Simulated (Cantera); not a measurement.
An isothermal, constant-pressure homogeneous reactor starts with 3.85 % CH₄, 96.2 % H₂, at 1575 K and 0.0290 bar.

Computed with Cantera and GRI-Mech 3.0 (53 species, 325 reactions). GRI-Mech 3.0 stops at C3 and has no aromatics, soot or wall deposition, so with more carbon than oxygen in the feed, carbon stays in small species such as C2H2 where larger ones or solid carbon would form. Radical loss at walls, strong at low pressure, is not modelled.

**Question.** Predict: x(CH₄) at 5.00 s; x(H₂) at 5.00 s; x(C₂H) at 5.00 s; x(C₂H₂) at 5.00 s; x(C₂H₆) at 5.00 s; x(CH₃) at 5.00 s.

**Answer.** x(CH₄) at 5.00 s: 0.0201 (gas-phase equilibrium 0.00147)
x(H₂) at 5.00 s: 0.971 (gas-phase equilibrium 0.980)
x(C₂H) at 5.00 s: 5.73e-9 (gas-phase equilibrium 1.29e-8)
x(C₂H₂) at 5.00 s: 0.00875 (gas-phase equilibrium 0.0177)
x(C₂H₆) at 5.00 s: 8.15e-7 (gas-phase equilibrium 9.91e-9)
x(CH₃) at 5.00 s: 9.11e-5 (gas-phase equilibrium 7.41e-6)
